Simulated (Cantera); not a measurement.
Feed: 1 mol SiCl₄, 0.031 mol C₃H₈, 14 mol H₂, 2.7 mol CH₄, held at 1650 K and 9.00 Torr.

Equilibrium computed with Cantera from the NASA thermochemical tables; the gas is ideal and each condensed phase is pure. Candidate condensed phases: C, C₆H₆, C₇H₈, C₈H₁₈, Si, SiC; 109 gas species. The tables' values for SiCl₃ are old estimates; treat these amounts as uncertain. Equilibrium is a limit: real reactors are often held back by kinetics, nucleation or transport.

Base state: H₂ 0.815, HCl 0.182, SiCl₂ 0.00179, H 0.000749, Cl 0.000131, SiCl₃ 4.11e-5, C₂H₂ (acetylene) 3.72e-5, CH₄ 1.06e-5 (mole fractions); condensed: C(graphite) + SiC(s).

### Question
What changes in the equilibrium state with this change: CH₄ from 2.7 to 0.062 mol?

### Answer
```tsv
species	before	after
H₂	0.815	0.806
HCl	0.182	0.141
SiCl₂	0.00179	0.0510
C₂H₂ (acetylene)	3.72e-5	1.69e-8
CH₄	1.06e-5	2.22e-7
C(graphite), mol	1.83	0
SiC(s), mol	0.960	0.155
```
The tables' values for SiCl₃, SiCl are old estimates; treat these amounts as uncertain.
